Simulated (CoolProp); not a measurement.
Saturation properties of CH2F2 (R32).

Values from CoolProp's reference Helmholtz-energy equation of state, Tillner-Roth 1997.

```csv
T (K),p (MPa),vapour density (kg/m³),enthalpy of vaporisation (kJ/kg),liquid cp (kJ/(kg K)),surface tension (mN/m)
196.9,0.02410,0.7789,407.1,___,25.7
200.9,0.03130,0.9945,___,1.565,24.8
204.9,0.04017,1.256,399.2,1.568,24.0
208.9,0.05099,1.570,395.1,1.571,23.2
212.9,0.06406,1.944,391.0,___,22.4
217,0.08013,2.397,386.7,1.581,21.6
221,0.09878,2.917,382.4,1.586,20.8
225,0.1207,3.523,378.0,1.592,20.0
229,0.1464,4.225,373.5,1.600,19.2
233,0.1762,5.033,369.0,1.607,18.4
237,0.2106,5.958,364.3,1.616,17.6
241.1,0.2511,7.042,359.3,1.626,16.9
245.1,0.2961,8.244,___,1.636,16.1
249.1,___,9.604,349.3,1.648,15.3
253.1,0.4050,___,344.1,1.661,14.6
```

Question: Complete the blanks.

Answer: 
- 196.9, liquid cp (kJ/(kg K)): 1.562
- 200.9, enthalpy of vaporisation (kJ/kg): 403.2
- 212.9, liquid cp (kJ/(kg K)): 1.576
- 245.1, enthalpy of vaporisation (kJ/kg): 354.4
- 249.1, p (MPa): 0.3473
- 253.1, vapour density (kg/m³): 11.14

It boils at 221.5 K under 1 atm.

Surface tension comes from a separate correlation (Mulero 2012).
